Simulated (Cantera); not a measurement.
A perfectly stirred reactor is fed with NH3 : N2 = 1 : 0.29 (molar parts), at 0.160 bar; it is held at 2023 K, and followed from long to short residence time.

Detailed kinetics in Cantera: the gas-phase N/H chemistry of the illustrative SiF4/NH3 mechanism in the Surface Chemkin manual (1991). Walls and surfaces, which speed up NH3 decomposition in real reactors, are not modelled.

x: mole fraction; the columns are a selection and need not sum to one.

```json
[
 {"τ (s)": "22", "x NH3": "0.00311", "x H2": "0.650", "x N2": "0.344", "x N2H4": "6.62e-11", "x NH2": "3.29e-5"},
 {"τ (s)": "5.5", "x NH3": "[?]", "x H2": "0.640", "x N2": "0.342", "x N2H4": "5.37e-10", "x NH2": "[?]"},
 {"τ (s)": "1.4", "x NH3": "0.0620", "x H2": "0.602", "x N2": "0.335", "x N2H4": "3.23e-9", "x NH2": "0.000229"},
 {"τ (s)": "0.35", "x NH3": "0.196", "x H2": "0.489", "x N2": "0.314", "x N2H4": "1.51e-8", "x NH2": "0.000495"},
 {"τ (s)": "0.088", "x NH3": "[?]", "x H2": "[?]", "x N2": "[?]", "x N2H4": "[?]", "x NH2": "[?]"},
 {"τ (s)": "0.022", "x NH3": "0.651", "x H2": "0.104", "x N2": "0.244", "x N2H4": "8.38e-8", "x NH2": "0.00117"},
 {"τ (s)": "0.0055", "x NH3": "0.740", "x H2": "0.0285", "x N2": "0.230", "x N2H4": "1.11e-7", "x NH2": "0.00134"}
]
```

Task: What belongs in the gaps?

Result: 
- 5.5, x NH3: 0.0160
- 5.5, x NH2: 9.35e-5
- 0.088, x NH3: 0.439
- 0.088, x H2: 0.283
- 0.088, x N2: 0.277
- 0.088, x N2H4: 4.55e-8
- 0.088, x NH2: 0.000860
